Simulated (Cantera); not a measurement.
Cantera with NASA thermochemical tables; ideal gases at 1 bar, condensed phases pure. Values are per mole of reaction as written; species without (g) are pure solids or liquids, kept so even where they would boil at 1 bar.

BCl3(g) + 3 H(g) ⇌ B + 3 HCl(g), with ΔH° = -528.0 kJ and ΔS° = -68.0 J/K at 300 K.

**Question.** How far is the shortcut ΔG° ≈ ΔH°(300 K) − T·ΔS°(300 K) from the full temperature-dependent value at 950, 1025, 1100, 1175, 1250, 1325, 1400 K?

**Answer.** 
```json
[
 {"T (K)": "950", "shortcut (kJ)": "-463.5", "full (kJ)": "-451.3", "difference (kJ)": "-12.2", "difference in log10 K": "0.67"},
 {"T (K)": "1025", "shortcut (kJ)": "-458.4", "full (kJ)": "-443.8", "difference (kJ)": "-14.6", "difference in log10 K": "0.74"},
 {"T (K)": "1100", "shortcut (kJ)": "-453.3", "full (kJ)": "-436.2", "difference (kJ)": "-17.1", "difference in log10 K": "0.81"},
 {"T (K)": "1175", "shortcut (kJ)": "-448.2", "full (kJ)": "-428.5", "difference (kJ)": "-19.7", "difference in log10 K": "0.88"},
 {"T (K)": "1250", "shortcut (kJ)": "-443.1", "full (kJ)": "-420.7", "difference (kJ)": "-22.4", "difference in log10 K": "0.94"},
 {"T (K)": "1325", "shortcut (kJ)": "-438.0", "full (kJ)": "-412.8", "difference (kJ)": "-25.2", "difference in log10 K": "0.99"},
 {"T (K)": "1400", "shortcut (kJ)": "-432.9", "full (kJ)": "-404.8", "difference (kJ)": "-28.1", "difference in log10 K": "1.05"}
]
```
The shortcut ignores the heat-capacity change of the reaction.
